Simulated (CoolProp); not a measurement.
A closed Brayton cycle with carbon dioxide: compressor inlet 325.15 K and 9.9 MPa, high pressure 28.4 MPa, turbine inlet 870 K, compressor efficiency 0.85, turbine efficiency 0.93, recuperator effectiveness 0.8 (on enthalpy, no pinch check). Each further row changes one setting.

Model: reference Helmholtz-energy equation of state, Span 1996, in CoolProp.

```tsv
case	thermal efficiency (%)	net work (kJ/kg)	compressor to turbine work	compressor exit (K)	turbine exit (K)
as stated	32.1	105	0.31	397.4	735.2
turbine inlet 820 K	31.0	94.7	0.33	397.4	690.0
compressor inlet 335.15 K	31.1	95.2	0.37	421.1	735.2
high pressure 24.1 MPa	30.1	91.8	0.29	385.9	755.6
recuperator effectiveness 0.5	23.5	105	0.31	397.4	735.2
```
